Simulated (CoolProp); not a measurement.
Vapour-liquid equilibrium of propylene (1) + R115 (2) at 194.5 K; x and y are mole fractions of (1).

Model: multi-fluid Helmholtz-energy mixture model, Lemmon 2013 and Lemmon 2016; pair parameters Bell 2016, in CoolProp.

| x | bubble pressure (bar) | y at the bubble point | dew pressure at overall composition x (bar) | liquid density (mol/L) |
|---|---|---|---|---|
| 0.05 | 0.1336 | (withheld) | 0.1182 | 11.02 |
| 0.2 | 0.1789 | 0.475 | 0.1347 | (withheld) |
| 0.35 | 0.2035 | 0.593 | 0.1562 | 12.05 |
| 0.5 | 0.2147 | 0.653 | (withheld) | 12.66 |
| 0.65 | (withheld) | 0.696 | (withheld) | (withheld) |
| 0.8 | (withheld) | 0.752 | 0.2144 | 14.14 |
| 0.95 | 0.2038 | (withheld) | 0.1967 | 15.05 |

Fill in the missing entries.


- 0.05, y at the bubble point: 0.191
- 0.2, liquid density (mol/L): 11.51
- 0.5, dew pressure at overall composition x (bar): 0.1839
- 0.65, bubble pressure (bar): 0.2189
- 0.65, dew pressure at overall composition x (bar): 0.2142
- 0.65, liquid density (mol/L): 13.35
- 0.8, bubble pressure (bar): 0.2183
- 0.95, y at the bubble point: 0.893

y crosses x between x = 0.65 and 0.8: the model has an azeotrope there.

Pair parameters are fitted to limited data, so mixtures are less certain than the pure fluids.
